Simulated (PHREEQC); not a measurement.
Make-up at 25 °C: 2.4 mmol/kgw NaHS and 0.53 mmol/kgw HCl. Closed to the air; pH follows from the charge balance.

Model: ion-association model, phreeqc.dat, run in PHREEQC.

| Property | Value |
|---|---|
| pH | 7.46 |
| ionic strength | 0.00240 mol/kgw |
| specific conductance | 271 µS/cm |
| total alkalinity | 1.87 meq/kg |

```json
[
 {"species": "Na+", "molality": "0.00240", "activity": "0.00228", "log γ": "-0.023"},
 {"species": "HS-", "molality": "0.00187", "activity": "0.00177", "log γ": "-0.024"},
 {"species": "H2S", "molality": "0.000530", "activity": "0.000531", "log γ": "0.000"},
 {"species": "Cl-", "molality": "0.000530", "activity": "0.000502", "log γ": "-0.024"},
 {"species": "OH-", "molality": "3.12e-7", "activity": "2.95e-7", "log γ": "-0.024"},
 {"species": "H+", "molality": "3.60e-8", "activity": "3.43e-8", "log γ": "-0.022"},
 {"species": "S-2", "molality": "7.72e-9", "activity": "6.24e-9", "log γ": "-0.093"}
]
```

This is a speciation only: nothing precipitates in the calculation.
